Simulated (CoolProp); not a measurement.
A single-stage vapour-compression cycle with R13: evaporating at 211.15 K (dew point), condensing at 236.15 K (bubble point), superheat 0 K, subcooling 0 K, compressor efficiency 0.7, no pressure losses. Each further row changes one setting.

Computed with CoolProp (reference Helmholtz-energy equation of state, Platzer 1990). This equation is an older, rougher fit; its heat capacities, sound speeds and derivatives of the liquid may be far off and weren't checked against measurements.

```
case                              cooling COP  pressure ratio  discharge temperature (K)  refrigerating effect (kJ/kg)  volumetric capacity (kJ/m³)
--------------------------------  -----------  --------------  -------------------------  ----------------------------  ---------------------------
as stated                          (withheld)            2.60                      256.6                           115                         1910
evaporating temperature 216.15 K   (withheld)      (withheld)                 (withheld)                           117                         2370
condensing temperature 231.15 K    (withheld)            2.18                      248.2                           120                         2000
subcooling 5 K                     (withheld)            2.60                      256.6                           120                         2000
superheat 10 K                           5.11            2.60                 (withheld)                           121                         1890
compressor efficiency 0.6          (withheld)            2.60                      262.2                           115                         1910
```

### Question
Fill in the missing entries.

### Answer

- as stated, cooling COP: 5.17
- evaporating temperature 216.15 K, cooling COP: 6.76
- evaporating temperature 216.15 K, pressure ratio: 2.11
- evaporating temperature 216.15 K, discharge temperature (K): 251.9
- condensing temperature 231.15 K, cooling COP: 6.65
- subcooling 5 K, cooling COP: 5.39
- superheat 10 K, discharge temperature (K): 267.4
- compressor efficiency 0.6, cooling COP: 4.43
